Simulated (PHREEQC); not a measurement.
Dissolve 0.11 mol FeCl3, 0.0001 mol ZnCl2, 0.022 mol HCl and 0.0025 mol NaCl per kg of water at 25 °C. Closed to the air; pH follows from the charge balance.

The numbers come from PHREEQC with the ion-association model, phreeqc.dat.

This is a speciation only: nothing precipitates in the calculation.

**Question.** Order these Cl species by the share of Cl that they hold, largest first: Cl-, FeCl3, FeCl+2, FeCl2+.

**Answer.** Cl- (74 %), FeCl+2 (17 %), FeCl2+ (8.7 %), FeCl3 (0.14 %)

**Question.** Order these Zn species by the share of Zn that they hold, largest first: ZnCl+, ZnCl4-2, ZnCl2, ZnCl3-, Zn+2.

**Answer.** Zn+2 (84 %), ZnCl+ (14 %), ZnCl2 (1.5 %), ZnCl3- (0.49 %), ZnCl4-2 (0.12 %)

The pH is 1.64 and the ionic strength 0.422 mol/kgw. Saturation is exceeded, for instance for Hematite (slow to form), Goethite (slow to form); the values hold only as long as no solid forms. Complexes and solids missing from the database can't appear.
